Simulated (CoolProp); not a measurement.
R124 at 298.15 K and 2.74 MPa flows at 24 m/s in a round tube of 12.7 mm bore and 15 µm roughness, fully developed (64/Re and Nu = 3.66 if laminar; Colebrook and Gnielinski if turbulent). Each further row changes one setting.

The numbers come from the reference Helmholtz-energy equation of state, de Vries 1995 in CoolProp.

```csv
case,Reynolds number,Darcy friction factor,pressure drop (Pa/m),heat-transfer coefficient (W/(m² K)),mass flow (kg/h)
as stated,1600000,0.0206,___,___,15000
velocity 48 m/s,3200000,0.0205,2550000,94300,29900
diameter 25.4 mm,3200000,___,271000,41800,59900
```

What belongs in the gaps?


- as stated, pressure drop (Pa/m): 640000
- as stated, heat-transfer coefficient (W/(m² K)): 47300
- diameter 25.4 mm, Darcy friction factor: 0.0175

Viscosity comes from a separate model (Bell 2016), an estimate that may be off by 10 % or more. Thermal conductivity comes from a separate model (Huber 2003), an estimate that may be off by 10 % or more.
